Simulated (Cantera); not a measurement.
Cantera run:

```python
import numpy as np
import cantera as ct

gas_names = """
    AL ALH ALO ALOH ALO2 ALO2H AL2 AL2O AL2O2 H HALO HO2 H2 H2O H2O2 O OH O2 O3
""".split()
cond_names = """
    AL(cr) AL(L) AL2O3(a) AL2O3(L) H2O(s) H2O(L)
""".split()


# ... load() reads the species with a 1 bar reference pressure and builds the phases ...
atoms = {
    'Al': {'AL': 1},
    'H2O': {'H': 2, 'O': 1},
    'H2': {'H': 2},
}
top_T = {}  # K; cautious upper limits of use, not melting points


# ... equilibrate(T, P, feed) seeds the gas with the atoms and calls Mixture.equilibrate('TP', solver="vcs", rtol=1e-11, max_steps=5000) ...
results = []
T = 1525  # K
P = 190  # Pa
for m in [17, 20, 23, 27, 31, 37, 43, 50, 59, 68, 80, 93, 110]:
    feed = {'Al': 1, 'H2O': 0.2, 'H2': m}  # mol
    mix = equilibrate(T, P, feed)
    results.append((T, P, feed, dict(zip(mix.species_names, mix.species_moles))))
    x = sorted(zip(gas.X, gas.species_names), reverse=True)
    print(f"T = {T:g} K  P = {P:g} Pa  n(H2) = {m:g} mol  gas = {mix.phase_moles(0):.4g} mol")
    print("   x: " + "  ".join(f"{s} {v:.3e}" for v, s in x if v > 0.0001))
    print("   condensed (mol): " + ("  ".join(f"{mix.phase(i).name} {mix.phase_moles(i):.4g}"
          for i in range(1, mix.n_phases) if mix.phase_moles(i) > 1e-12) or "none"))
```

It prints:

```
T = 1525 K  P = 190 Pa  n(H2) = 17 mol  gas = 17.53 mol
   x: H2 9.805e-01  AL 1.042e-02  AL2O 8.032e-03  H 5.374e-04  ALH 4.931e-04
   condensed (mol): AL(L) 0.4875  AL2O3(a) 0.01972
T = 1525 K  P = 190 Pa  n(H2) = 20 mol  gas = 20.59 mol
   x: H2 9.805e-01  AL 1.042e-02  AL2O 8.032e-03  H 5.374e-04  ALH 4.931e-04
   condensed (mol): AL(L) 0.4213  AL2O3(a) 0.01153
T = 1525 K  P = 190 Pa  n(H2) = 23 mol  gas = 23.65 mol
   x: H2 9.805e-01  AL 1.042e-02  AL2O 8.032e-03  H 5.374e-04  ALH 4.931e-04
   condensed (mol): AL(L) 0.3552  AL2O3(a) 0.003343
T = 1525 K  P = 190 Pa  n(H2) = 27 mol  gas = 27.7 mol
   x: H2 9.813e-01  AL 1.042e-02  AL2O 7.218e-03  H 5.376e-04  ALH 4.933e-04
   condensed (mol): AL(L) 0.2975
T = 1525 K  P = 190 Pa  n(H2) = 31 mol  gas = 31.75 mol
   x: H2 9.822e-01  AL 1.042e-02  AL2O 6.299e-03  H 5.379e-04  ALH 4.935e-04
   condensed (mol): AL(L) 0.2534
T = 1525 K  P = 190 Pa  n(H2) = 37 mol  gas = 37.81 mol
   x: H2 9.833e-01  AL 1.042e-02  AL2O 5.288e-03  H 5.382e-04  ALH 4.938e-04
   condensed (mol): AL(L) 0.1871
T = 1525 K  P = 190 Pa  n(H2) = 43 mol  gas = 43.88 mol
   x: H2 9.840e-01  AL 1.042e-02  AL2O 4.557e-03  H 5.384e-04  ALH 4.939e-04
   condensed (mol): AL(L) 0.1209
T = 1525 K  P = 190 Pa  n(H2) = 50 mol  gas = 50.96 mol
   x: H2 9.846e-01  AL 1.042e-02  AL2O 3.924e-03  H 5.385e-04  ALH 4.941e-04
   condensed (mol): AL(L) 0.0436
T = 1525 K  P = 190 Pa  n(H2) = 59 mol  gas = 60 mol
   x: H2 9.861e-01  AL 9.545e-03  AL2O 3.333e-03  H 5.389e-04  ALH 4.528e-04
   condensed (mol): none
T = 1525 K  P = 190 Pa  n(H2) = 68 mol  gas = 69 mol
   x: H2 9.879e-01  AL 8.299e-03  AL2O 2.898e-03  H 5.394e-04  ALH 3.941e-04
   condensed (mol): none
T = 1525 K  P = 190 Pa  n(H2) = 80 mol  gas = 81.01 mol
   x: H2 9.896e-01  AL 7.070e-03  AL2O 2.468e-03  H 5.399e-04  ALH 3.360e-04
   condensed (mol): none
T = 1525 K  P = 190 Pa  n(H2) = 93 mol  gas = 94.01 mol
   x: H2 9.910e-01  AL 6.092e-03  AL2O 2.127e-03  H 5.403e-04  ALH 2.897e-04
   condensed (mol): none
T = 1525 K  P = 190 Pa  n(H2) = 110 mol  gas = 111 mol
   x: H2 9.923e-01  AL 5.159e-03  AL2O 1.801e-03  H 5.406e-04  ALH 2.455e-04
   condensed (mol): none
```

Method: chemical equilibrium by Gibbs-energy minimisation in Cantera with the NASA 1993 tables (ideal gas, pure condensed phases). Mutual solubility and eutectic melting of coexisting phases are not modelled.
